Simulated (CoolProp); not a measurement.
Methanol at 450.12 K and 2.13 MPa is compressed adiabatically to 3.73 MPa with isentropic efficiency 0.75. Each further row changes one setting.

Model: reference Helmholtz-energy equation of state, de Reuck 1993, in CoolProp.

```csv
case,work (kJ/kg),final temperature (K),final density (kg/m³)
as stated,(withheld),493.8,37.9
efficiency 1,(withheld),489.6,(withheld)
efficiency 0.65,80.7,496.5,(withheld)
```

**Question.** Fill in the missing entries.

**Answer.** 
- as stated, work (kJ/kg): 70.0
- efficiency 1, work (kJ/kg): 52.5
- efficiency 1, final density (kg/m³): 39.0
- efficiency 0.65, final density (kg/m³): 37.3
